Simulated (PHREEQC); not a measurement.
Dissolve 0.005 mol ZnSO4, 0.018 mol CuCl2, 0.00026 mol H2SO4, 5e-05 mol NaCl and 0.0002 mol KCl per kg of water at 37 °C and 100 atm. Closed to the air; pH follows from the charge balance.

All values are PHREEQC results (ion-association model, phreeqc.dat), not measurements.

Precipitation was switched off in this run.

Task: Order these S species by the share of S that they hold, largest first: ZnSO4, HSO4-, Zn(SO4)2-2, CuSO4, SO4-2.

Result: SO4-2 (56 %), CuSO4 (32 %), ZnSO4 (9.7 %), HSO4- (1.3 %), Zn(SO4)2-2 (0.51 %)

Task: Order these Zn species by the share of Zn that they hold, largest first: Zn+2, Zn(SO4)2-2, ZnCl+, ZnCl2, ZnSO4.

Result: Zn+2 (84 %), ZnSO4 (10 %), ZnCl+ (5.5 %), Zn(SO4)2-2 (0.27 %), ZnCl2 (0.10 %)

The pH is 3.42 and the ionic strength 0.0632 mol/kgw. Complexes and solids missing from the database can't appear. Under pressure, the constants of complexes without a molar volume in the database are unreliable. At this temperature some constants are extrapolated from 25 °C, and those without enthalpy data are left unchanged.
